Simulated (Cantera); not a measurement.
Mixture: CO : H2 : O2 : N2 : H2O = 1 : 0.47 : 0.35 : 2.34 : 0.22 (molar parts), at 4.20 bar, adiabatic and at constant volume. Ignition delay is the time to a rise of 400 K.

Computed with Cantera and GRI-Mech 3.0 (53 species, 325 reactions). The hydrogen kinetics of GRI-Mech 3.0 are dated; newer H2 mechanisms differ, most at raised pressure. Where the delays flatten at high temperature, the 400 K rule measures the pace of heat release, not the induction time.

**Question.** Predict: delay at 1075 K; delay at 1175 K; delay at 1275 K; delay at 1375 K; delay at 1475 K.

**Answer.** 
- delay at 1075 K = 0.607 ms
- delay at 1175 K = 59.0 µs
- delay at 1275 K = 19.9 µs
- delay at 1375 K = 11.3 µs
- delay at 1475 K = 7.75 µs
